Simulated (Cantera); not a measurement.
Mixture: H₂ : O₂ : N₂ = 1 : 1.14 : 5.34 (molar parts), at 760 Torr, adiabatic and at constant volume. Ignition delay is the time to a rise of 400 K.

Cantera simulation using GRI-Mech 3.0 (53 species, 325 reactions); the numbers are that mechanism's predictions, not measurements. Below about 950 K walls govern HO2 and H2O2 in real vessels. Where the delays flatten at high temperature, the 400 K rule measures the pace of heat release, not the induction time.

Problem. What does this change do: 0.029 parts NO added?

Solution. 
```csv
quantity,before,after
delay at 925 K,95.7 ms,0.455 ms
delay at 1075 K,0.133 ms,0.117 ms
delay at 1225 K,52.4 µs,51.3 µs
delay at 1375 K,32.5 µs,32.2 µs
delay at 1525 K,27.1 µs,26.7 µs
```
The mechanism lacks 2 NO + O2 → 2 NO2 and HONO, so NO2 and the effect of NO are under-described below about 1400 K.

Problem. What does this change do: H2 1 to 1.4 parts?

Solution. 
| quantity | before | after |
|---|---|---|
| delay at 925 K | 95.7 ms | 81.7 ms |
| delay at 1075 K | 0.133 ms | 0.125 ms |
| delay at 1225 K | 52.4 µs | 47.6 µs |
| delay at 1375 K | 32.5 µs | 27.8 µs |
| delay at 1525 K | 27.1 µs | 21.3 µs |

Problem. What does this change do: H2 1 to 2 parts?

Solution. 
| quantity | before | after |
|---|---|---|
| delay at 925 K | 95.7 ms | 70.1 ms |
| delay at 1075 K | 0.133 ms | 0.122 ms |
| delay at 1225 K | 52.4 µs | 45.2 µs |
| delay at 1375 K | 32.5 µs | 25.3 µs |
| delay at 1525 K | 27.1 µs | 18.2 µs |
